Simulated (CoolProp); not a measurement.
Vapour-liquid equilibrium of n-hexane (1) + benzene (2) at 0.201 bar; x and y are mole fractions of (1).

Model: multi-fluid Helmholtz-energy mixture model, Thol 2019 and Thol 2012; pair parameters Bell 2016, in CoolProp.

```
x     bubble temperature (°C)  y at the bubble point  dew temperature at overall composition x (°C)  liquid density (mol/L)
----  -----------------------  ---------------------  ---------------------------------------------  ----------------------
0.05                     33.4                  0.126                                           34.6                   10.82
0.15                     30.6                  0.295                                           33.0                   10.39
0.25                     28.8                  0.408                                           31.3                   9.981
0.35                     27.6                  0.494                                           29.7                   9.595
0.45                     26.7                  0.567                                           28.2                   9.232
0.55                     26.0                  0.635                                           26.8                   8.892
0.65                     25.5                  0.704                                           25.9                   8.573
0.75                     25.1                  0.777                                           25.2                   8.274
0.85                     24.9                  0.858                                           24.9                   7.992
0.95                     24.9                  0.949                                           24.9                   7.726
```

y crosses x between x = 0.85 and 0.95: the model has an azeotrope there.

The pair parameters rest on a limited set of measurements; away from them the model extrapolates.
